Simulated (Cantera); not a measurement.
A Cantera script and its output.

```python
import numpy as np
import cantera as ct

gas = ct.Solution("gri30.yaml")
gas.TPX = 1650, 11000, {'CH4': 0.14, 'H2': 1}
reactor = ct.IdealGasConstPressureReactor(gas, energy="off", clone=False)
net = ct.ReactorNet([reactor])
net.rtol, net.atol = 1e-08, 1e-18
show = ['CH4', 'H2', 'C2H6', 'C2H4', 'CH2', 'C2H2']
times = np.geomspace(2e-06, 30, 14)

steps = ct.SolutionArray(gas, extra=["t"])
rows = []
print(f"{'t/s':>10s}{'T/K':>9s}{'P/Pa':>11s}" + "".join(f"{s:>11s}" for s in show))
for t in times:
    while net.time < t:
        t_next = net.step()
        steps.append(gas.state, t=t_next)
    rows.append([np.interp(t, steps.t, y) for y in (steps.T, steps.P, *steps(*show).X.T)])
    print(f"{t:10.3e}{rows[-1][0]:9.1f}{rows[-1][1]:11.4g}" + "".join(f"{x:11.3e}" for x in rows[-1][2:]))
rate = np.gradient(steps.T, steps.t)
print("integrator steps:", len(steps.t))
if steps.T.max() > steps.T[0] + 200:
    print(f"time of steepest temperature rise: {steps.t[rate.argmax()]:.4e} s")
gas.TPX = 1650, 11000, {'CH4': 0.14, 'H2': 1}
gas.equilibrate("TP")
print(f"equilibrium (TP): T = {gas.T:.1f} K  " + "  ".join(f"{s} {gas[s].X[0]:.3e}" for s in show))
```

Output:

```
       t/s      T/K       P/Pa        CH4         H2       C2H6       C2H4        CH2       C2H2
 2.000e-06   1650.0    1.1e+04  1.228e-01  8.772e-01  2.470e-14  3.348e-15  9.880e-15  6.303e-20
 7.129e-06   1650.0    1.1e+04  1.228e-01  8.772e-01  1.515e-12  4.593e-13  2.601e-13  2.904e-17
 2.541e-05   1650.0    1.1e+04  1.228e-01  8.772e-01  8.490e-11  4.638e-11  5.978e-12  1.170e-14
 9.058e-05   1650.0    1.1e+04  1.228e-01  8.772e-01  4.029e-09  2.839e-09  9.960e-11  3.012e-12
 3.229e-04   1650.0    1.1e+04  1.227e-01  8.772e-01  1.616e-07  1.403e-07  1.348e-09  7.114e-10
 1.151e-03   1650.0    1.1e+04  1.226e-01  8.771e-01  4.196e-06  6.527e-06  1.536e-08  2.149e-07
 4.103e-03   1650.0    1.1e+04  1.217e-01  8.774e-01  2.818e-05  1.791e-04  8.474e-08  5.201e-05
 1.462e-02   1650.0    1.1e+04  1.180e-01  8.794e-01  3.332e-05  5.457e-04  1.042e-07  1.350e-03
 5.213e-02   1650.0    1.1e+04  1.059e-01  8.861e-01  2.744e-05  5.062e-04  9.716e-08  6.789e-03
 1.858e-01   1650.0    1.1e+04  7.667e-02  9.024e-01  1.533e-05  3.962e-04  7.848e-08  1.997e-02
 6.624e-01   1650.0    1.1e+04  3.672e-02  9.246e-01  3.973e-06  3.420e-04  4.604e-08  3.791e-02
 2.361e+00   1650.0    1.1e+04  1.223e-02  9.382e-01  5.328e-07  3.707e-04  1.830e-08  4.885e-02
 8.416e+00   1650.0    1.1e+04  5.077e-03  9.422e-01  1.422e-07  3.894e-04  8.123e-09  5.204e-02
 3.000e+01   1650.0    1.1e+04  4.491e-03  9.425e-01  1.241e-07  3.911e-04  7.231e-09  5.230e-02
integrator steps: 932
equilibrium (TP): T = 1650.0 K  CH4 4.490e-03  H2 9.425e-01  C2H6 1.241e-07  C2H4 3.912e-04  CH2 7.231e-09  C2H2 5.230e-02
```

Cantera simulation using GRI-Mech 3.0 (53 species, 325 reactions); the numbers are that mechanism's predictions, not measurements. GRI-Mech 3.0 stops at C3 and has no aromatics, soot or wall deposition, so with more carbon than oxygen in the feed, carbon stays in small species such as C2H2 where larger ones or solid carbon would form.
